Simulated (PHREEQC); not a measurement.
Dissolve 0.0099 mol Cu(BF4)2, 0.0058 mol NaNO3 and 0.00071 mol LiCl per kg of water at 25 °C. Closed to the air; pH follows from the charge balance.

Equilibrium calculation in PHREEQC: ion-association model, phreeqc.dat.

This is a speciation only: nothing precipitates in the calculation.

**Question.** Estimate the pH.

**Answer.** pH 2.86.

**Question.** In which forms is Cu present?

**Answer.** Cu+2 98 %, CuF+ 2.4 % of the Cu.

Real BF4- forms and hydrolyses slowly; the run takes it at equilibrium.
